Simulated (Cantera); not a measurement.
Mixture: CH4 : O2 : N2 = 1 : 1.43 : 5.37 (molar parts), at 9.87 atm, adiabatic and at constant volume. Ignition delay is the time to a rise of 400 K.

Detailed kinetics in Cantera: GRI-Mech 3.0 (53 species, 325 reactions).

Problem. At T0 = 1375 K, what is the delay, and which 7 reactions control it most (d ln τ / d ln k, from doubling and halving each rate constant)?

Solution. The delay is 0.710 ms.
| reaction | d ln τ / d ln k | faster rate |
|---|---|---|
| 2 CH3 (+M) <=> C2H6 (+M) | 0.51 | lengthens it |
| CH3 + O2 <=> CH3O + O | -0.38 | shortens it |
| CH3 + O2 <=> CH2O + OH | -0.29 | shortens it |
| CH2O + O2 <=> HCO + HO2 | -0.28 | shortens it |
| CH3 + HO2 <=> CH3O + OH | -0.26 | shortens it |
| CH4 + H <=> CH3 + H2 | 0.22 | lengthens it |
| H + O2 <=> O + OH | -0.19 | shortens it |
